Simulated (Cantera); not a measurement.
Feed: 1 mol PbO, 0.091 mol O2, 72 mol N2, equilibrated at 750 Torr.

Cantera equilibrium calculation (NASA polynomials, part measured and part estimated; ideal gas, pure solids and liquids). Candidate condensed phases: Pb, PbO, PbO2, Pb3O4; 12 gas species. Kinetics and transport are ignored.

x: gas mole fraction; n: condensed amount in mol.

| T (°C) | x N2 | x O2 | x NO | x PbO | n PbO(red) | n PbO(yellow) |
|---|---|---|---|---|---|---|
| 425 | 0.999 | 0.00126 | 2.35e-8 | <1e-12 | 1.00 | 0 |
| 475 | 0.999 | 0.00126 | 6.73e-8 | 3.71e-12 | 1.00 | 0 |
| 525 | 0.999 | 0.00126 | 1.69e-7 | 6.30e-11 | 0 | 1.00 |
| 575 | 0.999 | 0.00126 | ? | ? | 0 | 1.00 |
| 625 | 0.999 | 0.00126 | 7.83e-7 | 6.87e-9 | 0 | 1.00 |
| 675 | 0.999 | 0.00126 | ? | ? | 0 | 1.000 |
| 725 | 0.999 | 0.00126 | 2.67e-6 | 2.85e-7 | 0 | 1.000 |
| 775 | 0.999 | 0.00126 | 4.51e-6 | 1.39e-6 | 0 | 1.000 |

Task: What belongs in the gaps?

Result: 
- 575, x NO: 3.81e-7
- 575, x PbO: 7.58e-10
- 675, x NO: 1.49e-6
- 675, x PbO: 4.90e-8
